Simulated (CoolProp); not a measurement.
Octamethyltrisiloxane (MDM) along the isotherm 301.85 °C: density (kg/m³) from the reference equation and from simpler models built on Tc = 292.2 °C, pc = 1.438 MPa, ω = 0.528; each cubic takes its own stable root.

Values from CoolProp's reference Helmholtz-energy equation of state, Thol 2017.

```tsv
p (MPa)	phase	reference
0.898	gas	58.33
1.8	supercritical	355.1
2.7	supercritical	443.9
3.59	supercritical	475.2
4.49	supercritical	496.0
5.39	supercritical	511.7
6.29	supercritical	524.5
7.19	supercritical	535.3
```

Question: How far does each simpler model (ideal gas, Redlich-Kwong, Soave-Redlich-Kwong, Peng-Robinson) lie from the reference over these 8 states: mean and median of the absolute difference, and the worst?

Answer: 
- ideal gas: mean 51.1 %, median 51.6 %, worst -74.9 % at 301.85 °C and 1.8 MPa
- Redlich-Kwong: mean 8.1 %, median 8.3 %, worst -13.0 % at 301.85 °C and 1.8 MPa
- Soave-Redlich-Kwong: mean 9.7 %, median 9.2 %, worst -18.8 % at 301.85 °C and 1.8 MPa
- Peng-Robinson: mean 3.7 %, median 2.5 %, worst -11.5 % at 301.85 °C and 1.8 MPa
